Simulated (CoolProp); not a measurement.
Carbonyl sulfide at 293.15 K and 0.229 MPa is compressed adiabatically to 1.76 MPa with isentropic efficiency 0.75. Each further row changes one setting.

Values from CoolProp's reference Helmholtz-energy equation of state, Lemmon 2006. It is a short technical equation, of lower accuracy than the large ones.

| case | work (kJ/kg) | final temperature (K) | final density (kg/m³) |
|---|---|---|---|
| as stated | … | … | 28.0 |
| efficiency 1 | … | … | … |
| efficiency 0.65 | 150 | 499.1 | … |

Q: Some entries are withheld; supply them.

A: 
- as stated, work (kJ/kg): 130
- as stated, final temperature (K): 475.4
- efficiency 1, work (kJ/kg): 97.6
- efficiency 1, final temperature (K): 436.8
- efficiency 1, final density (kg/m³): 31.0
- efficiency 0.65, final density (kg/m³): 26.5
